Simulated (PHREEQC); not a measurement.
A solution holds 140 mmol/kgw Al2(SO4)3, at 25 °C. Closed to the air; pH follows from the charge balance.

Computed with PHREEQC (ion-association model, phreeqc.dat).

Each row changes one thing in this solution. No solid was allowed to form.

```csv
case,pH,ionic strength (mol/kgw),SO4-2 (mol/kgw),HSO4- (mol/kgw)
as made,3.80,0.374,0.0727,0.000351
Al2(SO4)3 from 0.14 to 0.07 mol/kgw,3.87,0.211,0.0455,0.000229
diluted 5-fold with water,3.94,0.100,0.0235,0.000124
Al2(SO4)3 replaced by MnSO4 at the same molality,6.34,0.294,…,…
Al2(SO4)3 from 0.14 to 0.028 mol/kgw,3.94,0.100,0.0235,0.000124
temperature from 25 to 10 °C,3.97,0.391,0.0766,0.000188
Al2(SO4)3 from 0.14 to 0.154 mol/kgw,3.79,0.404,0.0774,0.000372
```

Task: Some entries are withheld; supply them.

Result: 
- Al2(SO4)3 replaced by MnSO4 at the same molality, SO4-2 (mol/kgw): 0.0736
- Al2(SO4)3 replaced by MnSO4 at the same molality, HSO4- (mol/kgw): 1.13e-6

Complexes and solids missing from the database can't appear. Some of these states are supersaturated (in Gibbsite (slow to form), for instance). At this temperature some constants are extrapolated from 25 °C, and those without enthalpy data are left unchanged.
